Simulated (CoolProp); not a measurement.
Vapour-liquid equilibrium of toluene (1) + n-octane (2) at 0.789 MPa; x and y are mole fractions of (1).

Computed with CoolProp (multi-fluid Helmholtz-energy mixture model, Lemmon 2006 and Beckmüller 2019; pair parameters Bell 2016).

```
x     bubble temperature, mixture model (K)  bubble temperature, Raoult's law (K)  y, mixture model  y, Raoult's law
----  -------------------------------------  ------------------------------------  ----------------  ---------------
0.05                                  491.6                                 492.1             0.068            0.066
0.2                                   487.4                                 489.3             0.253            0.251
0.35                                  484.0                                 486.6             0.415            0.420
0.5                                   481.2                                 484.0             0.560            0.574
0.65                                  479.0                                 481.5             0.693            0.715
0.8                                   477.4                                 479.1             0.822            0.844
0.95                                  476.3                                 476.8             0.954            0.963
```

The largest gap from Raoult's law is -2.8 K in bubble temperature, at x = 0.5. No azeotrope shows between x = 0.05 and 0.95.

The pair parameters rest on a limited set of measurements; away from them the model extrapolates.
